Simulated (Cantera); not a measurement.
A diamond (100) surface in a fixed gas of H2 with x(CH4) = 0.0064, x(CH3) = 1.2e-05, at 1025 K, 12.0 Torr; coverages are run to steady state.

Detailed kinetics in Cantera: the Harris–Goodwin 1993 mechanism for the reconstructed diamond (100) surface.

θ: site fractions in the mechanism's names (c6HH fully hydrogenated, c6H* and c6*H radical sites, c6** diradical, c6HM methylated).

```json
[
 {"x(H)": "0.0001", "growth (µm/h)": "0.00833", "θ c6HH": "0.617", "θ c6H*": "0.0185", "θ c6*H": "0.353", "θ c6**": "0.00528", "θ c6HM": "0.00372"},
 {"x(H)": "0.00022", "growth (µm/h)": "0.0178", "θ c6HH": "0.594", "θ c6H*": "0.0195", "θ c6*H": "0.374", "θ c6**": "0.00766", "θ c6HM": "0.00385"},
 {"x(H)": "0.00049", "growth (µm/h)": "[?]", "θ c6HH": "0.582", "θ c6H*": "0.0201", "θ c6*H": "0.384", "θ c6**": "[?]", "θ c6HM": "[?]"},
 {"x(H)": "0.0011", "growth (µm/h)": "0.0564", "θ c6HH": "0.577", "θ c6H*": "0.0203", "θ c6*H": "0.389", "θ c6**": "0.0106", "θ c6HM": "0.00261"},
 {"x(H)": "0.0024", "growth (µm/h)": "[?]", "θ c6HH": "0.575", "θ c6H*": "0.0205", "θ c6*H": "0.391", "θ c6**": "0.0112", "θ c6HM": "[?]"},
 {"x(H)": "0.0053", "growth (µm/h)": "0.0945", "θ c6HH": "0.574", "θ c6H*": "0.0205", "θ c6*H": "0.392", "θ c6**": "0.0115", "θ c6HM": "0.000922"},
 {"x(H)": "0.012", "growth (µm/h)": "0.105", "θ c6HH": "0.574", "θ c6H*": "0.0206", "θ c6*H": "0.393", "θ c6**": "0.0116", "θ c6HM": "0.000452"},
 {"x(H)": "0.026", "growth (µm/h)": "0.110", "θ c6HH": "0.574", "θ c6H*": "0.0207", "θ c6*H": "0.393", "θ c6**": "0.0117", "θ c6HM": "0.000219"},
 {"x(H)": "0.058", "growth (µm/h)": "0.112", "θ c6HH": "0.574", "θ c6H*": "0.0208", "θ c6*H": "0.393", "θ c6**": "0.0117", "θ c6HM": "0.000101"}
]
```

Question: What belongs in the gaps?

Answer: 
- 0.00049, growth (µm/h): 0.0342
- 0.00049, θ c6**: 0.00949
- 0.00049, θ c6HM: 0.00346
- 0.0024, growth (µm/h): 0.0780
- 0.0024, θ c6HM: 0.00167
